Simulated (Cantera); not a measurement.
A closed system holds: 1 mol SiHCl3, 0.14 mol C2H4, 260 mol H2, 0.28 mol CH4, held at 1425 K and 0.133 bar.

These are equilibrium values from Cantera (NASA tables, ideal gas, pure condensed phases), not measurements of a reactor. Candidate condensed phases: C, C6H6, C7H8, C8H18, Si, SiC; 109 gas species. Mutual solubility and eutectic melting of coexisting phases are not modelled. Rates play no part.

Base state: H2 0.989, HCl 0.0107, SiCl2 0.000348, H 1.86e-5 (mole fractions); condensed: Si(s) + SiC(s).

Q: What changes in the equilibrium state with this change: H2 from 260 to 120 mol?

A: 
```csv
species,before,after
H2,0.989,0.977
HCl,0.0107,0.0214
SiCl2,0.000348,0.00141
SiCl3,5.66e-6,4.61e-5
SiHCl3,2.62e-6,2.12e-5
"Si(s), mol",0.346,0.257
"SiC(s), mol",0.559,0.560
```
The tables' values for SiCl3 are old estimates; treat these amounts as uncertain.

Q: What changes in the equilibrium state with this change: temperature from 1425 K to 2225 K?

A: 
```json
[
 {"species": "H2", "before": "0.989", "after": "0.969"},
 {"species": "H", "before": "1.86e-5", "after": "0.0175"},
 {"species": "HCl", "before": "0.0107", "after": "0.0109"},
 {"species": "Si", "before": "1.21e-8", "after": "0.00147"},
 {"species": "C2H2 (acetylene)", "before": "<1e-9", "after": "0.000217"},
 {"species": "Si2C", "before": "<1e-9", "after": "9.41e-5"},
 {"species": "Si(s), mol", "before": "0.346", "after": "0"},
 {"species": "SiC(s), mol", "before": "0.559", "after": "0.410"}
]
```
The tables' values for SiCl are old estimates; treat these amounts as uncertain. Gases not in the tables: Si2H6 and higher silanes.

Q: What changes in the equilibrium state with this change: temperature from 1425 K to 2423 K?

A: 
| species | before | after |
|---|---|---|
| H2 | 0.989 | 0.937 |
| H | 1.86e-5 | 0.0470 |
| HCl | 0.0107 | 0.0106 |
| Si | 1.21e-8 | 0.00292 |
| C2H2 (acetylene) | <1e-9 | 0.000905 |
| Si2C | <1e-9 | 8.98e-5 |
| SiC2 | <1e-9 | 7.51e-5 |
| SiH | 1.95e-8 | 0.000308 |
| Si2 | <1e-9 | 1.03e-5 |
| Si(s), mol | 0.346 | 0 |
| SiC(s), mol | 0.559 | 0 |
The tables' values for SiCl are old estimates; treat these amounts as uncertain. Gases not in the tables: Si2H6 and higher silanes.
